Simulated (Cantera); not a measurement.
A diamond (100) surface in a fixed gas of H2 with x(CH4) = 0.006, x(H) = 0.0025, at 1075 K, 0.0310 bar; coverages are run to steady state.

Computed with Cantera and the Harris–Goodwin 1993 mechanism for the reconstructed diamond (100) surface.

One state of this run: growth (µm/h) = 0.0662; θ c6HH = 0.534; θ c6H* = 0.0253; θ c6*H = 0.425; θ c6** = 0.0151; θ c6HM = 0.000467. θ: site fractions in the mechanism's names (c6HH fully hydrogenated, c6H* and c6*H radical sites, c6** diradical, c6HM methylated).

Task: Which value of x(CH3) does it belong to?
A. 0.00028
B. 5e-06
C. 1.1e-05
D. 0.00062

Result: B, 5e-06
